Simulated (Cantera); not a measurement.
A Cantera script and what it prints.

```python
import numpy as np
import cantera as ct

gas_names = """
    H H2 N NH NH2 NH3 N2 N2H2 N2H4 Si SiH SiH2 SiH3 SiH4 SiN Si2 Si2N Si3
""".split()
cond_names = """
    Si(cr) Si(L) Si3N4(a)
""".split()


def load(file, names, dense=False):
    # The tables refer to 1 bar. Condensed volumes are neglected.
    table = {s.name: s for s in ct.Species.list_from_file(file)}
    out = []
    for n in names:
        d = dict(table[n].input_data)
        d["thermo"] = dict(d["thermo"], **{"reference-pressure": 1e5})
        if dense:
            d["equation-of-state"] = {"model": "constant-volume", "density": "1e6 g/cm^3"}
        out.append(ct.Species.from_dict(d))
    return out


gas = ct.Solution(thermo="ideal-gas", species=load("nasa_gas.yaml", gas_names))
cond = {s.name: ct.Solution(thermo="fixed-stoichiometry", species=[s], name=s.name)
        for s in load("nasa_condensed.yaml", cond_names, dense=True)}
atoms = {
    'SiH4': {'Si': 1, 'H': 4},
    'N2': {'N': 2},
    'H2': {'H': 2},
}
top_T = {'Si3N4(a)': 2400}  # K; cautious upper limits of use, not melting points


def equilibrate(T, P, feed):
    n = {}
    for name, mol in feed.items():
        for a, k in atoms[name].items():
            n[a] = n.get(a, 0.0) + k * mol
    gas.TPX = T, P, n
    mass = sum(n.values()) * gas.mean_molecular_weight
    gas.equilibrate("TP")
    valid = [c for c in cond.values() if c.min_temp <= T <= top_T.get(c.name, c.max_temp)]
    mix = ct.Mixture([(gas, mass / gas.mean_molecular_weight)] + [(c, 0.0) for c in valid])
    mix.T, mix.P = T, P
    mix.equilibrate("TP", solver="vcs", rtol=1e-11, max_steps=5000)
    return mix


results = []
P = 1333.22  # Pa
for T in [1523, 1598, 1673, 1748, 1823, 1898, 1973, 2048, 2123]:
    for m in [0.12, 0.2, 0.32, 0.51, 0.82, 1.3, 2.1, 3.4, 5.4, 8.7, 14, 22, 36]:
        feed = {'SiH4': 1, 'N2': 1.8, 'H2': m}  # mol
        mix = equilibrate(T, P, feed)
        results.append((T, P, feed, dict(zip(mix.species_names, mix.species_moles))))

for T, P, feed, n in results:
    print(f"{T:7g} {feed['H2']:10.4g}  " + (" + ".join(c for c in cond_names if n.get(c, 0) > 1e-12) or "gas only"))
```

It prints:

```
   1523       0.12  Si3N4(a)
   1523        0.2  Si3N4(a)
   1523       0.32  Si3N4(a)
   1523       0.51  Si3N4(a)
   1523       0.82  Si3N4(a)
   1523        1.3  Si3N4(a)
   1523        2.1  Si3N4(a)
   1523        3.4  Si3N4(a)
   1523        5.4  Si3N4(a)
   1523        8.7  Si3N4(a)
   1523         14  Si3N4(a)
   1523         22  Si3N4(a)
   1523         36  Si3N4(a)
   1598       0.12  Si3N4(a)
   1598        0.2  Si3N4(a)
   1598       0.32  Si3N4(a)
   1598       0.51  Si3N4(a)
   1598       0.82  Si3N4(a)
   1598        1.3  Si3N4(a)
   1598        2.1  Si3N4(a)
   1598        3.4  Si3N4(a)
   1598        5.4  Si3N4(a)
   1598        8.7  Si3N4(a)
   1598         14  Si3N4(a)
   1598         22  Si3N4(a)
   1598         36  Si3N4(a)
   1673       0.12  Si3N4(a)
   1673        0.2  Si3N4(a)
   1673       0.32  Si3N4(a)
   1673       0.51  Si3N4(a)
   1673       0.82  Si3N4(a)
   1673        1.3  Si3N4(a)
   1673        2.1  Si3N4(a)
   1673        3.4  Si3N4(a)
   1673        5.4  Si3N4(a)
   1673        8.7  Si3N4(a)
   1673         14  Si(cr) + Si3N4(a)
   1673         22  Si(cr)
   1673         36  Si(cr)
   1748       0.12  Si3N4(a)
   1748        0.2  Si3N4(a)
   1748       0.32  Si3N4(a)
   1748       0.51  Si3N4(a)
   1748       0.82  Si3N4(a)
   1748        1.3  Si(L) + Si3N4(a)
   1748        2.1  Si(L) + Si3N4(a)
   1748        3.4  Si(L)
   1748        5.4  Si(L)
   1748        8.7  Si(L)
   1748         14  Si(L)
   1748         22  Si(L)
   1748         36  Si(L)
   1823       0.12  Si(L)
   1823        0.2  Si(L)
   1823       0.32  Si(L)
   1823       0.51  Si(L)
   1823       0.82  Si(L)
   1823        1.3  Si(L)
   1823        2.1  Si(L)
   1823        3.4  Si(L)
   1823        5.4  Si(L)
   1823        8.7  Si(L)
   1823         14  Si(L)
   1823         22  Si(L)
   1823         36  Si(L)
   1898       0.12  Si(L)
   1898        0.2  Si(L)
   1898       0.32  Si(L)
   1898       0.51  Si(L)
   1898       0.82  Si(L)
   1898        1.3  Si(L)
   1898        2.1  Si(L)
   1898        3.4  Si(L)
   1898        5.4  Si(L)
   1898        8.7  Si(L)
   1898         14  Si(L)
   1898         22  Si(L)
   1898         36  Si(L)
   1973       0.12  Si(L)
   1973        0.2  Si(L)
   1973       0.32  Si(L)
   1973       0.51  Si(L)
   1973       0.82  Si(L)
   1973        1.3  Si(L)
   1973        2.1  Si(L)
   1973        3.4  Si(L)
   1973        5.4  Si(L)
   1973        8.7  Si(L)
   1973         14  Si(L)
   1973         22  Si(L)
   1973         36  Si(L)
   2048       0.12  Si(L)
   2048        0.2  Si(L)
   2048       0.32  Si(L)
   2048       0.51  Si(L)
   2048       0.82  Si(L)
   2048        1.3  Si(L)
   2048        2.1  Si(L)
   2048        3.4  Si(L)
   2048        5.4  Si(L)
   2048        8.7  Si(L)
   2048         14  Si(L)
   2048         22  Si(L)
   2048         36  Si(L)
   2123       0.12  Si(L)
   2123        0.2  Si(L)
   2123       0.32  Si(L)
   2123       0.51  Si(L)
   2123       0.82  Si(L)
   2123        1.3  Si(L)
   2123        2.1  Si(L)
   2123        3.4  Si(L)
   2123        5.4  Si(L)
   2123        8.7  Si(L)
   2123         14  Si(L)
   2123         22  Si(L)
   2123         36  Si(L)
```

Cantera equilibrium calculation (NASA polynomials, part measured and part estimated; ideal gas, pure solids and liquids). Mutual solubility and eutectic melting of coexisting phases are not modelled.
